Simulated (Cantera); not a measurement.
Input (Python, Cantera) and output of one run.

```python
import numpy as np
import cantera as ct

gas_names = """
    Cu CuF CuF2 Cu2 F F2 H HF H2 H2F2 H3F3 H4F4 H5F5 H6F6 H7F7
""".split()
cond_names = """
    Cu(cr) Cu(L) CuF2(s) CuF2(L)
""".split()


# ... load() reads the species with a 1 bar reference pressure and builds the phases ...
atoms = {
    'Cu': {'Cu': 1},
    'HF': {'H': 1, 'F': 1},
}
top_T = {}  # K; cautious upper limits of use, not melting points


# ... equilibrate(T, P, feed) seeds the gas with the atoms and calls Mixture.equilibrate('TP', solver="vcs", rtol=1e-11, max_steps=5000) ...
results = []
feed = {'Cu': 1, 'HF': 4.1}  # mol
P = 10000  # Pa
for T in [550, 625, 700, 775, 850, 925, 1000, 1075, 1150, 1225, 1300, 1375, 1450]:
    mix = equilibrate(T, P, feed)
    results.append((T, P, feed, dict(zip(mix.species_names, mix.species_moles))))

top = {s: max(r[3][s] / sum(r[3][g] for g in gas_names) for r in results) for s in gas_names}
cols = sorted((s for s in top if top[s] > 1e-05), key=lambda s: -top[s])[:5]
seen = [c for c in cond_names if any(r[3].get(c, 0) > 1e-12 for r in results)]
print("log10 of partial pressures in bar; condensed amounts in mol")
print(f"{'T/K':>10s}" + "".join(f"{s[:9]:>10s}" for s in cols + seen))
for T, P, feed, n in results:
    ng = sum(n[g] for g in gas_names)
    print(f"{T:10.4g}" + "".join(f"{np.log10(max(n[s] / ng * P / 1e5, 1e-99)):10.3f}" for s in cols)
          + "".join(f"{n.get(c, 0):10.4g}" for c in seen))
```

Result:

```
log10 of partial pressures in bar; condensed amounts in mol
       T/K        HF       CuF        H2      H2F2        Cu    Cu(cr)     Cu(L)   CuF2(s)
       550    -1.000   -15.564   -11.472    -5.140   -25.137         1         0 1.383e-10
       625    -1.000   -12.685   -11.337    -5.477   -21.305         1         0 1.811e-10
       700    -1.000   -10.665   -10.752    -5.744   -18.299         1         0         0
       775    -1.000    -9.383    -9.593    -5.959   -15.877         1         0         0
       850    -1.000    -8.345    -8.606    -6.135   -13.886         1         0         0
       925    -1.000    -7.485    -7.766    -6.281   -12.220         1         0         0
      1000    -1.000    -6.757    -7.047    -6.405   -10.807         1         0         0
      1075    -1.000    -6.133    -6.428    -6.510    -9.593         1         0         0
      1150    -1.000    -5.593    -5.890    -6.600    -8.539    0.9999         0         0
      1225    -1.000    -5.119    -5.418    -6.679    -7.616    0.9997         0         0
      1300    -1.000    -4.702    -5.001    -6.747    -6.802    0.9992         0         0
      1375    -1.000    -4.336    -4.635    -6.808    -6.085         0    0.9981         0
      1450    -1.001    -4.022    -4.322    -6.861    -5.464         0     0.996         0
```

Equilibrium computed with Cantera from the NASA thermochemical tables; the gas is ideal and each condensed phase is pure.
